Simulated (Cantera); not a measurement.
# Catalytic stagnation flow on Pt

A jet of 5.07 % CH4, 7.83 % O2, 87.1 % N2, equivalence ratio 1.3 at 300 K and 0.0260 bar hits a platinum plate 7.9 cm away at a mass flux of 0.1 kg/m²/s; the plate temperature is set and raised in steps from an oxygen-covered start.

Cantera simulation using Deutschmann's 1995 Pt surface mechanism with GRI-Mech 3.0 gas chemistry; the numbers are that mechanism's predictions, not measurements. Catalytic surfaces can have several steady states; this one follows from the mechanism file's or the stated starting coverage.

| plate T (K) | wall x CH4 | wall x O2 | wall x H2O | wall x OH | wall x CO | wall x CO2 | θ free Pt | θ O* | θ CO* |
|---|---|---|---|---|---|---|---|---|---|
| 850 | 0.0415 | 0.0586 | 0.0173 | 1.17e-8 | 1.47e-5 | 0.0113 | 0.239 | 0.760 | 2.08e-5 |
| 900 | 0.0342 | 0.0431 | 0.0310 | 4.68e-8 | 1.84e-5 | 0.0202 | 0.340 | 0.659 | 1.89e-5 |
| 950 | 0.0249 | 0.0234 | 0.0482 | 1.44e-7 | 2.20e-5 | 0.0316 | 0.480 | 0.519 | 1.79e-5 |
| 1000 | 0.00853 | 0.00454 | 0.0771 | <1e-8 | 0.0305 | 0.0160 | 0.956 | 5.67e-5 | 0.0433 |
| 1050 | 0.00836 | 0.00456 | 0.0768 | 1.14e-8 | 0.0307 | 0.0159 | 0.977 | 6.18e-5 | 0.0217 |
| 1100 | 0.00836 | 0.00467 | 0.0760 | 2.93e-8 | 0.0301 | 0.0166 | 0.988 | 7.35e-5 | 0.0111 |
x: mole fraction at the wall; θ: surface coverage.
